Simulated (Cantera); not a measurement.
Input (Python, Cantera) and output of one run.

```python
import numpy as np
import cantera as ct

gas_names = """
    Ca CaO CaOH CaO2H2 Ca2 H HO2 H2 H2O H2O2 O OH O2 O3
""".split()
cond_names = """
    Ca(a) Ca(b) Ca(L) CaO(s) CaO(L) CaO2H2(s) H2O(s) H2O(L)
""".split()


# ... load() reads the species with a 1 bar reference pressure and builds the phases ...
atoms = {
    'Ca(OH)2': {'Ca': 1, 'O': 2, 'H': 2},
    'H2O': {'H': 2, 'O': 1},
}
top_T = {}  # K; cautious upper limits of use, not melting points


# ... equilibrate(T, P, feed) seeds the gas with the atoms and calls Mixture.equilibrate('TP', solver="vcs", rtol=1e-11, max_steps=5000) ...
results = []
feed = {'Ca(OH)2': 1, 'H2O': 0.17}  # mol
T = 1550  # K
P = 330000  # Pa
mix = equilibrate(T, P, feed)
results.append((T, P, feed, dict(zip(mix.species_names, mix.species_moles))))
print(gas.report(threshold=0.0001))
for i in range(1, mix.n_phases):
    print(f"{mix.phase(i).name:16s} {mix.phase_moles(i):12.5e} mol")
```

It prints:

```
       temperature   1550 K
          pressure   3.3e+05 Pa
           density   0.46125 kg/m^3
  mean mol. weight   18.013 kg/kmol
   phase of matter   gas

                          1 kg             1 kmol
                     ---------------   ---------------
          enthalpy        -1.061e+07       -1.9113e+08  J
   internal energy       -1.1326e+07       -2.0401e+08  J
           entropy             13453        2.4233e+05  J/K
    Gibbs function       -3.1463e+07       -5.6674e+08  J
 heat capacity c_p            2655.4             47833  J/K
 heat capacity c_v            2193.9             39518  J/K

                      mass frac. Y      mole frac. X     chem. pot. / RT
                     ---------------   ---------------   ---------------
                H2         2.308e-05        0.00020622           -25.991
               H2O           0.99977           0.99966           -43.981
     [  +12 minor]          0.000208        0.00013495

Ca(L)             0.00000e+00 mol
CaO(s)            9.99999e-01 mol
```

Cantera equilibrium calculation (NASA polynomials, part measured and part estimated; ideal gas, pure solids and liquids).
